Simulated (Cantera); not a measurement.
**Adiabatic ignition**

An adiabatic, constant-pressure homogeneous reactor starts with 5.80 % CH4, 3.13 % H2, 19.1 % O2, 72.0 % N2, equivalence ratio 0.69, at 1748 K and 1.60 bar.

Detailed kinetics in Cantera: GRI-Mech 3.0 (53 species, 325 reactions).

```csv
t (s),T (K),x CH4,x H2,x O2,x CH3,x CH2,x NO2,x CH2CO
2.00e-6,1748,0.0580,0.0313,0.191,1.57e-5,1.02e-10,<1e-12,<1e-12
6.37e-6,1748,0.0579,0.0313,0.191,8.80e-5,2.05e-9,<1e-12,2.06e-11
2.03e-5,1751,0.0562,0.0309,0.190,0.00123,4.11e-7,<1e-12,2.86e-7
6.47e-5,2540,<1e-12,0.0124,0.0639,<1e-12,<1e-12,5.05e-8,<1e-12
0.000206,2753,<1e-12,0.00770,0.0611,<1e-12,<1e-12,7.77e-7,<1e-12
0.000658,2756,<1e-12,0.00752,0.0590,<1e-12,<1e-12,2.87e-6,<1e-12
0.00210,2748,<1e-12,0.00751,0.0558,<1e-12,<1e-12,6.19e-6,<1e-12
0.00668,2745,<1e-12,0.00751,0.0545,<1e-12,<1e-12,7.43e-6,<1e-12
0.0213,2744,<1e-12,0.00751,0.0545,<1e-12,<1e-12,7.45e-6,<1e-12
0.0678,2744,<1e-12,0.00751,0.0545,<1e-12,<1e-12,7.45e-6,<1e-12
0.216,2744,<1e-12,0.00751,0.0545,<1e-12,<1e-12,7.45e-6,<1e-12
0.689,2744,<1e-12,0.00751,0.0545,<1e-12,<1e-12,7.45e-6,<1e-12
2.20,2744,<1e-12,0.00751,0.0545,<1e-12,<1e-12,7.45e-6,<1e-12
7.00,2744,<1e-12,0.00751,0.0545,<1e-12,<1e-12,7.45e-6,<1e-12
```
x: mole fraction; the columns are a selection and need not sum to one.

```yaml
time_of_steepest_temperature_rise: 39.6 µs
temperature at 7.00 s: 2744 K
equilibrium_temperature: 2744 K
x(CH4) at 7.00 s: <1e-12 (gas-phase equilibrium <1e-12)
x(H2) at 7.00 s: 0.00751 (gas-phase equilibrium 0.00751)
x(O2) at 7.00 s: 0.0545 (gas-phase equilibrium 0.0545)
```
